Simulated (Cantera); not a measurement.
Input (Python, Cantera):

```python
import numpy as np
import cantera as ct

gas = ct.Solution("gri30.yaml")
gas.TPX = 1125, 500000, {'CO': 1, 'H2': 0.59, 'O2': 1.73, 'N2': 7.6}
reactor = ct.IdealGasConstPressureReactor(gas, energy="on", clone=False)
net = ct.ReactorNet([reactor])
net.rtol, net.atol = 1e-08, 1e-16
show = ['CO', 'H2', 'O2', 'NO2', 'NO']
times = np.geomspace(2e-06, 0.9, 15)

steps = ct.SolutionArray(gas, extra=["t"])
rows = []
print(f"{'t/s':>10s}{'T/K':>9s}{'P/Pa':>11s}" + "".join(f"{s:>11s}" for s in show))
for t in times:
    while net.time < t:
        t_next = net.step()
        steps.append(gas.state, t=t_next)
    rows.append([np.interp(t, steps.t, y) for y in (steps.T, steps.P, *steps(*show).X.T)])
    print(f"{t:10.3e}{rows[-1][0]:9.1f}{rows[-1][1]:11.4g}" + "".join(f"{x:11.3e}" for x in rows[-1][2:]))
rate = np.gradient(steps.T, steps.t)
print("integrator steps:", len(steps.t))
if steps.T.max() > steps.T[0] + 200:
    print(f"time of steepest temperature rise: {steps.t[rate.argmax()]:.4e} s")
gas.TPX = 1125, 500000, {'CO': 1, 'H2': 0.59, 'O2': 1.73, 'N2': 7.6}
gas.equilibrate("HP")
print(f"equilibrium (HP): T = {gas.T:.1f} K  " + "  ".join(f"{s} {gas[s].X[0]:.3e}" for s in show))
```

Output:

```
       t/s      T/K       P/Pa         CO         H2         O2        NO2         NO
 2.000e-06   1125.0      5e+05  9.158e-02  5.403e-02  1.584e-01  1.132e-26  4.494e-20
 5.068e-06   1125.0      5e+05  9.158e-02  5.403e-02  1.584e-01  1.697e-24  5.436e-19
 1.284e-05   1125.0      5e+05  9.158e-02  5.403e-02  1.584e-01  4.548e-22  1.030e-17
 3.254e-05   1125.0      5e+05  9.157e-02  5.403e-02  1.584e-01  7.170e-19  8.602e-16
 8.246e-05   1129.3      5e+05  9.146e-02  5.348e-02  1.580e-01  1.336e-12  2.080e-11
 2.089e-04   2181.9      5e+05  3.113e-03  2.654e-04  9.244e-02  1.043e-07  3.930e-05
 5.295e-04   2207.5      5e+05  9.360e-04  1.023e-04  9.199e-02  1.233e-07  6.602e-05
 1.342e-03   2207.5      5e+05  9.194e-04  1.012e-04  9.196e-02  2.220e-07  1.193e-04
 3.400e-03   2207.3      5e+05  9.180e-04  1.011e-04  9.190e-02  4.714e-07  2.533e-04
 8.615e-03   2206.6      5e+05  9.145e-04  1.007e-04  9.173e-02  1.090e-06  5.856e-04
 2.183e-02   2204.9      5e+05  9.062e-04  9.994e-05  9.133e-02  2.572e-06  1.381e-03
 5.531e-02   2201.3      5e+05  8.886e-04  9.823e-05  9.048e-02  5.751e-06  3.088e-03
 1.402e-01   2195.8      5e+05  8.617e-04  9.563e-05  8.916e-02  1.069e-05  5.740e-03
 3.552e-01   2191.9      5e+05  8.435e-04  9.385e-05  8.824e-02  1.413e-05  7.585e-03
 9.000e-01   2191.4      5e+05  8.410e-04  9.361e-05  8.812e-02  1.459e-05  7.831e-03
integrator steps: 1365
time of steepest temperature rise: 1.0940e-04 s
equilibrium (HP): T = 2191.4 K  CO 8.410e-04  H2 9.361e-05  O2 8.812e-02  NO2 1.459e-05  NO 7.832e-03
```

Detailed kinetics in Cantera: GRI-Mech 3.0 (53 species, 325 reactions). The hydrogen kinetics of GRI-Mech 3.0 are dated; newer H2 mechanisms differ, most at raised pressure.
